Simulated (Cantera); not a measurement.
**Calcination and drying: Ca(OH)₂ + O₂**

Input: 1 mol Ca(OH)₂, a varied amount of O₂, equilibrated at 773 K and 13.3 mbar.

Equilibrium computed with Cantera from the NASA thermochemical tables; the gas is ideal and each condensed phase is pure. Candidate condensed phases: Ca, CaO, Ca(OH)₂, H₂O; 14 gas species. Equilibrium is a limit: real reactors are often held back by kinetics, nucleation or transport.

From 0.055 mol O₂ to 9.9 mol O₂ the condensed part is CaO(s).

```
n(O₂) (mol)   x H₂O    x O₂     x OH  n CaO(s)
-----------  ------  ------  -------  --------
0.055         0.948  0.0521  2.38e-9      1.00
0.089         0.918  0.0817  2.62e-9      1.00
0.14          0.877   0.123  2.84e-9      1.00
0.23          0.813   0.187  3.04e-9      1.00
0.37          0.730   0.270  3.15e-9      1.00
0.59          0.629   0.371  3.17e-9      1.00
0.94          0.515   0.485  3.07e-9      1.00
1.5           0.400   0.600  2.85e-9      1.00
2.4           0.294   0.706  2.54e-9      1.00
3.9           0.204   0.796  2.18e-9      1.00
6.2           0.139   0.861  1.84e-9      1.00
9.9          0.0917   0.908  1.51e-9      1.00
```
x: gas mole fraction; n: condensed amount in mol.
